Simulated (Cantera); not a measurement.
A closed system holds: 1 mol K₂SO₄, 0.013 mol C, 2.3 mol H₂O, at 1652 °C and 0.750 Torr.

Cantera equilibrium calculation (NASA polynomials, part measured and part estimated; ideal gas, pure solids and liquids). Candidate condensed phases: C, C₆H₆, C₇H₈, C₈H₁₈, H₂O, H₂SO₄, K, KOH, KO₂, K₂CO₃, K₂O, K₂O₂, K₂S, K₂SO₄, S; 130 gas species. Kinetics and transport are ignored.

Base state: H₂O 0.335, K 0.266, SO₂ 0.164, O₂ 0.144, KOH 0.0631, OH 0.0131, H₂ 0.00447, O 0.00442 (mole fractions); condensed: gas only.

**Question.** What changes in the equilibrium state with this change: temperature from 1652 °C to 1227 °C?

**Answer.** 
```json
[
 {"species": "H₂O", "before": "0.335", "after": "0.440"},
 {"species": "KOH", "before": "0.0631", "after": "0.219"},
 {"species": "SO₂", "before": "0.164", "after": "0.125"},
 {"species": "K", "before": "0.266", "after": "0.0312"},
 {"species": "K₂SO₄", "before": "1.10e-6", "after": "0.114"},
 {"species": "OH", "before": "0.0131", "after": "0.000694"},
 {"species": "O₂", "before": "0.144", "after": "0.0671"},
 {"species": "H", "before": "0.00202", "after": "5.61e-6"},
 {"species": "SO", "before": "0.000999", "after": "5.36e-6"},
 {"species": "O", "before": "0.00442", "after": "3.32e-5"},
 {"species": "CO", "before": "0.000116", "after": "1.86e-6"}
]
```

**Question.** What changes in the equilibrium state with this change: temperature from 1652 °C to 1925 °C?

**Answer.** 
```
species    before     after
-------  --------  --------
K           0.266     0.286
H₂O         0.335     0.277
O₂          0.144     0.143
KOH        0.0631    0.0137
OH         0.0131    0.0420
H         0.00202    0.0284
O         0.00442    0.0319
H₂        0.00447    0.0261
SO₂         0.164     0.141
S         2.16e-6  0.000167
SO       0.000999   0.00895
CO       0.000116  0.000647
SO₃       1.38e-5   5.72e-6
CO₂       0.00203   0.00130
```
